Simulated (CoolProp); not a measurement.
Vapour pressure (kPa) of carbonyl sulfide: the reference equation beside estimates from Tc = 378.8 K, pc = 6369 kPa, ω = 0.098. Clausius-Clapeyron is anchored at 278.9 K with a constant enthalpy of vaporisation of 15.92 kJ/mol.

Computed with CoolProp (reference Helmholtz-energy equation of state, Lemmon 2006). It is a short technical equation, of lower accuracy than the large ones.

| T (K) | reference | Clausius-Clapeyron | Redlich-Kwong | Soave-Redlich-Kwong |
|---|---|---|---|---|
| 229.1 | 133.4 | 172.9 | 141.9 | 131.9 |
| 239 | 201.4 | 244.4 | 217.1 | 199.7 |
| 249 | 294.3 | 337.1 | 320.2 | 292.7 |
| 259 | 416.6 | 453.6 | 455.5 | 415.7 |
| 269 | 573.7 | 597.1 | 628.4 | 574.0 |
| 278.9 | 768.7 | 768.7 | 841.6 | 771.3 |
| 288.9 | 1011 | 974.8 | 1104 | 1017 |
| 298.9 | 1305 | 1217 | 1420 | 1317 |
| 308.8 | 1654 | 1494 | 1789 | 1671 |
| 318.8 | 2069 | 1815 | 2224 | 2095 |
| 328.8 | 2555 | 2178 | 2725 | 2590 |
| 338.8 | 3118 | 2587 | 3297 | 3164 |
| 348.7 | 3761 | 3037 | 3937 | 3815 |
| 358.7 | 4506 | 3539 | 4661 | 4564 |
| 368.7 | 5362 | 4090 | 5469 | 5411 |

Absolute difference from the reference over all 15 rows, mean and median: Clausius-Clapeyron 13.8 and 14.5 %, Redlich-Kwong 7.2 and 7.8 %, Soave-Redlich-Kwong 0.9 and 0.9 %.
